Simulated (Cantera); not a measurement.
Input: 1 mol HBr, 0.16 mol H2, 17 mol N2, 1.8 mol H2O, equilibrated at 11.0 bar.

Equilibrium computed with Cantera from the NASA thermochemical tables; the gas is ideal and each condensed phase is pure. Candidate condensed phases: Br2, H2O; 27 gas species. Rates play no part. All values below are at 2152 °C.

Base state: N2 0.844, H2O 0.0883, HBr 0.0334, H2 0.0165, Br 0.0161, OH 0.000703, H 0.000693, NO 0.000299 (mole fractions); condensed: gas only.

Q: What changes in the equilibrium state with this change: H2 from 0.16 to 7.1 mol?

A: 
```json
[
 {"species": "N2", "before": "0.844", "after": "0.630"},
 {"species": "H2", "before": "0.0165", "after": "0.264"},
 {"species": "H2O", "before": "0.0883", "after": "0.0665"},
 {"species": "Br", "before": "0.0161", "after": "0.00399"},
 {"species": "HBr", "before": "0.0334", "after": "0.0331"},
 {"species": "O2", "before": "4.36e-5", "after": "9.68e-8"},
 {"species": "NH3", "before": "2.41e-7", "after": "1.33e-5"},
 {"species": "NO", "before": "0.000299", "after": "1.22e-5"},
 {"species": "O", "before": "1.97e-5", "after": "9.29e-7"},
 {"species": "Br2", "before": "6.74e-5", "after": "4.12e-6"}
]
```
